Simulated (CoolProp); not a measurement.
Vapour-liquid equilibrium of R114 (1) + n-hexane (2) at 38.35 °C; x and y are mole fractions of (1).

The numbers come from the multi-fluid Helmholtz-energy mixture model, Platzer 1990 and Thol 2019; pair parameters Bell 2016 in CoolProp. This equation is an older, rougher fit; its heat capacities, sound speeds and derivatives of the liquid may be far off and weren't checked against measurements.

```json
[
 {"x": "0.05", "bubble pressure (MPa)": "0.05882", "y at the bubble point": "0.427", "dew pressure at overall composition x (MPa)": "0.03671", "liquid density (mol/L)": "7.492"},
 {"x": "0.2", "bubble pressure (MPa)": "0.1191", "y at the bubble point": "0.749", "dew pressure at overall composition x (MPa)": "0.04319", "liquid density (mol/L)": "7.604"},
 {"x": "0.35", "bubble pressure (MPa)": "0.1660", "y at the bubble point": "0.843", "dew pressure at overall composition x (MPa)": "0.05241", "liquid density (mol/L)": "7.716"},
 {"x": "0.5", "bubble pressure (MPa)": "0.2044", "y at the bubble point": "0.892", "dew pressure at overall composition x (MPa)": "0.06654", "liquid density (mol/L)": "7.832"},
 {"x": "0.65", "bubble pressure (MPa)": "0.2386", "y at the bubble point": "0.926", "dew pressure at overall composition x (MPa)": "0.09082", "liquid density (mol/L)": "7.951"},
 {"x": "0.8", "bubble pressure (MPa)": "0.2724", "y at the bubble point": "0.957", "dew pressure at overall composition x (MPa)": "0.1410", "liquid density (mol/L)": "8.078"},
 {"x": "0.95", "bubble pressure (MPa)": "0.3092", "y at the bubble point": "0.988", "dew pressure at overall composition x (MPa)": "0.2647", "liquid density (mol/L)": "8.215"}
]
```

No azeotrope shows between x = 0.05 and 0.95.

The pair parameters rest on a limited set of measurements; away from them the model extrapolates.
